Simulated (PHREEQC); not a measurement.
1 kg of water holding 0.29 mol/kgw NaCl, 0.011 mol/kgw MgCl2 and 0.017 mol/kgw LiCl is evaporated at 25 °C; the solids stay in contact with the brine. No CO2 enters from the air. Only these solids could form: Bischofite, Brucite, Halite, MgCl2_4H2O.

The numbers come from PHREEQC with the Pitzer model, pitzer.dat.

| water left (kg) | ionic strength | water activity | Halite (mol) | Mg in solution (mol/kgw) |
|---|---|---|---|---|
| 1 | 0.340 | 0.989 | 0 | 0.0110 |
| 0.6755 | 0.503 | 0.984 | 0 | 0.0163 |
| 0.5552 | 0.612 | 0.981 | 0 | 0.0198 |
| 0.375 | 0.907 | 0.971 | 0 | 0.0293 |
| 0.2533 | 1.34 | 0.957 | 0 | 0.0434 |
| 0.2082 | 1.63 | 0.947 | 0 | 0.0528 |
| 0.1407 | 2.42 | 0.919 | 0 | 0.0782 |
| 0.09502 | 3.58 | 0.873 | 0 | 0.116 |
| 0.06418 | 5.30 | 0.797 | 0 | 0.171 |
| 0.05275 | 6.36 | 0.745 | 0.00443 | 0.209 |
| 0.03564 | 6.48 | 0.741 | 0.109 | 0.309 |
| 0.02407 | 6.67 | 0.734 | 0.180 | 0.457 |
| 0.01979 | 6.80 | 0.729 | 0.205 | 0.556 |
| 0.01337 | 7.19 | 0.713 | 0.244 | 0.823 |
| 0.00903 | 7.90 | 0.682 | 0.269 | 1.22 |
| 0.007426 | 8.47 | 0.654 | 0.277 | 1.48 |
| 0.005012 | 10.6 | 0.541 | 0.287 | 2.19 |

Halite from water left = 0.05275 kg.
